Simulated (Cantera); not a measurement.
## Hydrocarbon pyrolysis for carbon deposition

An isothermal, constant-pressure homogeneous reactor starts with C3H8 : H2 = 1 : 46 (molar parts), at 1048 K and 600 Pa.

Detailed kinetics in Cantera: GRI-Mech 3.0 (53 species, 325 reactions). GRI-Mech 3.0 was tuned for natural gas; its chemistry of propane as a main component is partial and can be far from experiment. GRI-Mech 3.0 stops at C3 and has no aromatics, soot or wall deposition, so with more carbon than oxygen in the feed, carbon stays in small species such as C2H2 where larger ones or solid carbon would form. Radical loss at walls, strong at low pressure, is not modelled.

```
t (s)       x C3H8   x H2    x C2H6       x H     x CH4
--------  --------  -----  --------  --------  --------
4.00e-6     0.0213  0.979    <1e-12  3.86e-12  2.31e-12
1.20e-5     0.0213  0.979  5.44e-12  3.45e-11  2.08e-11
3.62e-5     0.0213  0.979  4.89e-11  3.01e-10  1.87e-10
0.000109    0.0213  0.979  4.36e-10   2.46e-9   1.66e-9
0.000328    0.0213  0.979   3.74e-9   1.69e-8   1.44e-8
0.000988    0.0213  0.979   2.92e-8   8.44e-8   1.30e-7
0.00297     0.0213  0.979   1.80e-7   3.18e-7   1.37e-6
0.00894     0.0213  0.979   7.70e-7   1.05e-6   1.50e-5
0.0269      0.0211  0.979   2.60e-6   3.23e-6  0.000149
0.0810      0.0199  0.977   9.24e-6   9.03e-6   0.00130
0.244       0.0134  0.971   3.89e-5   1.78e-5   0.00763
0.734      0.00253  0.961   7.55e-5   1.95e-5    0.0185
2.21      0.000156  0.958   9.63e-5   6.53e-6    0.0211
6.65       1.19e-5  0.958  0.000116   2.09e-6    0.0213
20.0       4.80e-7  0.958  0.000127   1.16e-6    0.0214
```
x: mole fraction; the columns are a selection and need not sum to one.

Equilibrium at this temperature and pressure: C3H8 6.96e-11, H2 0.937, C2H6 1.12e-6, H 9.72e-8, CH4 0.0631 (gas phase only).
